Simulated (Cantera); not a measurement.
Charge: 1 mol SiHCl3, 0.16 mol CH4, 380 mol H2, equilibrated at 9.80 mbar.

Method: chemical equilibrium by Gibbs-energy minimisation in Cantera with the NASA 1993 tables (ideal gas, pure condensed phases). Candidate condensed phases: C, C6H6, C7H8, C8H18, Si, SiC; 109 gas species. The tables' values for SiCl are old estimates; treat these amounts as uncertain. Gases not in the tables: Si2H6 and higher silanes. The numbers say what is thermodynamically allowed, not how fast it happens. All values below are at 2150 K.

Base state: H2 0.948, H 0.0415, HCl 0.00738, Si 0.00229, Cl 0.000236, C2H2 (acetylene) 0.000168, SiH 0.000108, Si2C 3.71e-5 (mole fractions); condensed: gas only.

### Question
What changes in the equilibrium state with this change: SiHCl3 replaced by Si(CH3)4?

### Answer
```csv
species,before,after
H2,0.948,0.954
H,0.0415,0.0416
Si,0.00229,0.00205
HCl,0.00738,0
C2H2 (acetylene),0.000168,0.00185
Cl,0.000236,0
SiCl,2.60e-5,0
SiCl2,1.17e-5,0
SiC2,1.66e-5,0.000162
Si2C,3.71e-5,9.82e-5
"C(graphite), mol",0,2.52
```
